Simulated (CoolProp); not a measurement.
A single-stage vapour-compression cycle with R152A: evaporating at 265.15 K (dew point), condensing at 328.15 K (bubble point), superheat 2 K, subcooling 2 K, compressor efficiency 0.75, no pressure losses. Each further row changes one setting.

Values from CoolProp's reference Helmholtz-energy equation of state, Outcalt 1996. It is a modified Benedict-Webb-Rubin equation, recast in Helmholtz form.

| case | cooling COP | pressure ratio | discharge temperature (K) | refrigerating effect (kJ/kg) | volumetric capacity (kJ/m³) |
|---|---|---|---|---|---|
| as stated | 2.37 | 6.79 | 364.8 | 207 | 1290 |
| evaporating temperature 270.15 K | 2.69 | … | 361.0 | … | 1570 |
| condensing temperature 323.15 K | 2.67 | … | 358.1 | 217 | 1350 |
| subcooling 7 K | … | 6.79 | 364.8 | 217 | 1350 |
| superheat 12 K | 2.38 | 6.79 | … | … | 1300 |
| compressor efficiency 0.65 | 2.06 | 6.79 | … | 207 | 1290 |

Task: Some entries are withheld; supply them.

Result: 
- evaporating temperature 270.15 K, pressure ratio: 5.63
- evaporating temperature 270.15 K, refrigerating effect (kJ/kg): 211
- condensing temperature 323.15 K, pressure ratio: 6.00
- subcooling 7 K, cooling COP: 2.49
- superheat 12 K, discharge temperature (K): 375.5
- superheat 12 K, refrigerating effect (kJ/kg): 218
- compressor efficiency 0.65, discharge temperature (K): 374.5
